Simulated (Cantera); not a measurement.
An adiabatic, constant-pressure homogeneous reactor starts with 1.74 % C₃H₈, 7.32 % O₂, 90.9 % N₂, equivalence ratio 1.2, at 1350 K and 29000 Pa.

Detailed kinetics in Cantera: GRI-Mech 3.0 (53 species, 325 reactions). GRI-Mech 3.0 was tuned for natural gas; its chemistry of propane as a main component is partial and can be far from experiment.

Q: Predict: time of steepest temperature rise; temperature at 0.200 s; equilibrium temperature; x(O₂) at 0.200 s; x(CO₂) at 0.200 s.

A: 
| Property | Result |
|---|---|
| time of steepest temperature rise | 1.86 ms |
| temperature at 0.200 s | 2081 K |
| equilibrium temperature | 2082 K |
| x(O₂) at 0.200 s | 6.87e-5 (gas-phase equilibrium 5.68e-5) |
| x(CO₂) at 0.200 s | 0.0311 (gas-phase equilibrium 0.0311) |
